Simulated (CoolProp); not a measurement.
Vapour-liquid equilibrium of cyclohexane (1) + m-xylene (2) at 0.0487 MPa; x and y are mole fractions of (1).

Values from CoolProp's multi-fluid Helmholtz-energy mixture model, Zhou 2014 and Zhou 2012; pair parameters Bell 2016.

```json
[
 {"x": "0.05", "bubble temperature (K)": "379.0", "y at the bubble point": "0.255", "dew temperature at overall composition x (K)": "385.5", "liquid density (mol/L)": "___"},
 {"x": "0.15", "bubble temperature (K)": "367.0", "y at the bubble point": "0.551", "dew temperature at overall composition x (K)": "382.5", "liquid density (mol/L)": "7.637"},
 {"x": "0.25", "bubble temperature (K)": "358.5", "y at the bubble point": "0.705", "dew temperature at overall composition x (K)": "379.2", "liquid density (mol/L)": "7.796"},
 {"x": "0.35", "bubble temperature (K)": "352.2", "y at the bubble point": "0.795", "dew temperature at overall composition x (K)": "375.6", "liquid density (mol/L)": "7.939"},
 {"x": "0.45", "bubble temperature (K)": "347.3", "y at the bubble point": "0.852", "dew temperature at overall composition x (K)": "371.6", "liquid density (mol/L)": "8.075"},
 {"x": "0.55", "bubble temperature (K)": "343.5", "y at the bubble point": "0.892", "dew temperature at overall composition x (K)": "367.1", "liquid density (mol/L)": "8.206"},
 {"x": "0.65", "bubble temperature (K)": "340.2", "y at the bubble point": "0.923", "dew temperature at overall composition x (K)": "361.8", "liquid density (mol/L)": "___"},
 {"x": "0.75", "bubble temperature (K)": "337.4", "y at the bubble point": "0.948", "dew temperature at overall composition x (K)": "___", "liquid density (mol/L)": "8.468"},
 {"x": "0.85", "bubble temperature (K)": "334.9", "y at the bubble point": "0.970", "dew temperature at overall composition x (K)": "___", "liquid density (mol/L)": "8.603"},
 {"x": "0.95", "bubble temperature (K)": "332.5", "y at the bubble point": "0.990", "dew temperature at overall composition x (K)": "___", "liquid density (mol/L)": "8.744"}
]
```

Complete the blanks.


- 0.05, liquid density (mol/L): 7.453
- 0.65, liquid density (mol/L): 8.336
- 0.75, dew temperature at overall composition x (K): 355.5
- 0.85, dew temperature at overall composition x (K): 347.5
- 0.95, dew temperature at overall composition x (K): 337.2

No azeotrope shows between x = 0.05 and 0.95.

The pair parameters rest on a limited set of measurements; away from them the model extrapolates.
